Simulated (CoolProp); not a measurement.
Sulfur dioxide along the isotherm 525 K: fugacity coefficient from the reference equation and from simpler models built on Tc = 430.6 K, pc = 7887 kPa, ω = 0.256; each cubic takes its own stable root.

Values from CoolProp's reference Helmholtz-energy equation of state, Gao 2016.

```json
[
 {"p (kPa)": "37.4", "phase": "gas", "reference": "0.9992"},
 {"p (kPa)": "58.2", "phase": "gas", "reference": "0.9987"},
 {"p (kPa)": "90.7", "phase": "gas", "reference": "0.9980"},
 {"p (kPa)": "141", "phase": "gas", "reference": "0.9970"},
 {"p (kPa)": "220", "phase": "gas", "reference": "0.9953"},
 {"p (kPa)": "342", "phase": "gas", "reference": "0.9926"},
 {"p (kPa)": "533", "phase": "gas", "reference": "0.9886"},
 {"p (kPa)": "830", "phase": "gas", "reference": "0.9822"},
 {"p (kPa)": "1290", "phase": "gas", "reference": "0.9724"},
 {"p (kPa)": "2010", "phase": "gas", "reference": "0.9573"},
 {"p (kPa)": "3130", "phase": "gas", "reference": "0.9339"},
 {"p (kPa)": "4880", "phase": "gas", "reference": "0.8982"},
 {"p (kPa)": "7600", "phase": "gas", "reference": "0.8444"},
 {"p (kPa)": "11800", "phase": "supercritical", "reference": "0.7663"}
]
```

**Question.** How far does each simpler model (van der Waals, Redlich-Kwong, Soave-Redlich-Kwong, Peng-Robinson) lie from the reference over these 14 states: mean and median of the absolute difference, and the worst?

**Answer.** 
- van der Waals: mean 0.6 %, median 0.1 %, worst -3.7 % at 525 K and 11800 kPa
- Redlich-Kwong: mean 0.6 %, median 0.2 %, worst -3.0 % at 525 K and 11800 kPa
- Soave-Redlich-Kwong: mean 0.2 %, median 0.0 %, worst +1.3 % at 525 K and 11800 kPa
- Peng-Robinson: mean 0.7 %, median 0.2 %, worst -2.7 % at 525 K and 11800 kPa
